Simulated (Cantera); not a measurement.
A closed system holds: 1 mol CuO, 2100 mol H₂, equilibrated at 1575 K.

Method: chemical equilibrium by Gibbs-energy minimisation in Cantera with the NASA 1993 tables (ideal gas, pure condensed phases). Candidate condensed phases: Cu, CuO, Cu(OH)₂, Cu₂O, H₂O; 12 gas species. The numbers say what is thermodynamically allowed, not how fast it happens.

Task: Which condensed phases are stable at each of these points (P (Pa)): 10, 100, 1000, 10000, 100000, 1000000?

Result: 
```
P (Pa)   condensed phases  Cu condensed (%)
-------  ----------------  ----------------
10               gas only               0.0
100              gas only               0.0
1000             gas only               0.0
10000               Cu(l)              42.5
100000              Cu(l)              94.3
1000000             Cu(l)              99.4
```

From 10.0 Pa to 10.0 mbar nothing is condensed. From 0.100 bar to 10.0 bar the condensed part is Cu(l).
